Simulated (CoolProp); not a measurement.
Vapour-liquid equilibrium of ethylbenzene (1) + o-xylene (2) at 371.6 K; x and y are mole fractions of (1).

Computed with CoolProp (multi-fluid Helmholtz-energy mixture model, Zhou 2012 and Zhou 2012; pair parameters Bell 2016).

Problem. Give the bubble pressure and the first vapour's composition at x = 0.2, 0.8, 0.95. Is there an azeotrope?

Solution. x = 0.2: 0.02668 MPa, y = 0.247; x = 0.8: 0.03130 MPa, y = 0.834; x = 0.95: 0.03225 MPa, y = 0.959. No azeotrope shows between x = 0.05 and 0.95.

Pair parameters are fitted to limited data, so mixtures are less certain than the pure fluids.
